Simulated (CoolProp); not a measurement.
A closed Brayton cycle with carbon dioxide: compressor inlet 322.15 K and 7.7 MPa, high pressure 16.7 MPa, turbine inlet 650 K, compressor efficiency 0.89, turbine efficiency 0.9, recuperator effectiveness 0.9 (on enthalpy, no pinch check). Each further row changes one setting.

Values from CoolProp's reference Helmholtz-energy equation of state, Span 1996.

```json
[
 {"case": "as stated", "thermal efficiency (%)": "25.6", "net work (kJ/kg)": "41.5", "compressor to turbine work": "0.47", "compressor exit (K)": "386.6", "turbine exit (K)": "569.0"},
 {"case": "turbine inlet 600 K", "thermal efficiency (%)": "22.8", "net work (kJ/kg)": "34.0", "compressor to turbine work": "0.52", "compressor exit (K)": "386.6", "turbine exit (K)": "522.1"},
 {"case": "compressor inlet 332.15 K", "thermal efficiency (%)": "24.3", "net work (kJ/kg)": "37.0", "compressor to turbine work": "0.53", "compressor exit (K)": "400.4", "turbine exit (K)": "569.0"},
 {"case": "high pressure 14.2 MPa", "thermal efficiency (%)": "24.6", "net work (kJ/kg)": "34.8", "compressor to turbine work": "0.45", "compressor exit (K)": "372.8", "turbine exit (K)": "585.7"},
 {"case": "recuperator effectiveness 0.5", "thermal efficiency (%)": "16.9", "net work (kJ/kg)": "41.5", "compressor to turbine work": "0.47", "compressor exit (K)": "386.6", "turbine exit (K)": "569.0"}
]
```
